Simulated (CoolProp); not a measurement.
Octamethylcyclotetrasiloxane (D4) at 516.19 K and 0.174 MPa is throttled through a valve to 0.0308 MPa with no heat exchange. Each further row changes one setting.

The numbers come from the reference Helmholtz-energy equation of state, Thol 2015 in CoolProp.

```csv
case,temperature change (K),final density (kg/m³)
as stated,?,?
outlet pressure 0.00924 MPa,?,?
outlet pressure 0.04 MPa,-1.8,2.82
```

Q: Fill in the missing entries.

A: 
- as stated, temperature change (K): -1.9
- as stated, final density (kg/m³): 2.17
- outlet pressure 0.00924 MPa, temperature change (K): -2.2
- outlet pressure 0.00924 MPa, final density (kg/m³): 0.644
